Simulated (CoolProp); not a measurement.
Acetone along the isobar 22.9 MPa: fugacity coefficient from the reference equation and from simpler models built on Tc = 508.1 K, pc = 4.692 MPa, ω = 0.307; each cubic takes its own stable root.

Computed with CoolProp (reference Helmholtz-energy equation of state, Lemmon 2006). It is a short technical equation, of lower accuracy than the large ones.

| T (K) | phase | reference | van der Waals | Redlich-Kwong | Soave-Redlich-Kwong | Peng-Robinson |
|---|---|---|---|---|---|---|
| 294.4 | liquid | 0.002195 | 0.04817 | 0.006869 | 0.002562 | 0.002405 |
| 312.6 | liquid | 0.004492 | 0.06299 | 0.01236 | 0.005303 | 0.004922 |
| 330.9 | liquid | 0.008370 | 0.07997 | 0.02048 | 0.009988 | 0.009189 |
| 349.1 | liquid | 0.01434 | 0.09879 | 0.03157 | 0.01727 | 0.01579 |
| 367.4 | liquid | 0.02301 | 0.1195 | 0.04606 | 0.02796 | 0.02544 |
| 385.7 | liquid | 0.03487 | 0.1418 | 0.06402 | 0.04267 | 0.03869 |
| 403.9 | liquid | 0.05020 | 0.1653 | 0.08532 | 0.06178 | 0.05591 |
| 422.2 | liquid | 0.06942 | 0.1902 | 0.1100 | 0.08582 | 0.07757 |
| 440.4 | liquid | 0.09242 | 0.2159 | 0.1376 | 0.1146 | 0.1035 |
| 458.7 | liquid | 0.1194 | 0.2424 | 0.1679 | 0.1483 | 0.1340 |
| 477 | liquid | 0.1500 | 0.2696 | 0.2005 | 0.1864 | 0.1685 |
| 495.2 | liquid | 0.1836 | 0.2970 | 0.2347 | 0.2282 | 0.2064 |
| 513.5 | supercritical | 0.2202 | 0.3247 | 0.2702 | 0.2732 | 0.2474 |
| 531.7 | supercritical | 0.2588 | 0.3524 | 0.3064 | 0.3203 | 0.2903 |
| 550 | supercritical | 0.2992 | 0.3801 | 0.3432 | 0.3691 | 0.3349 |
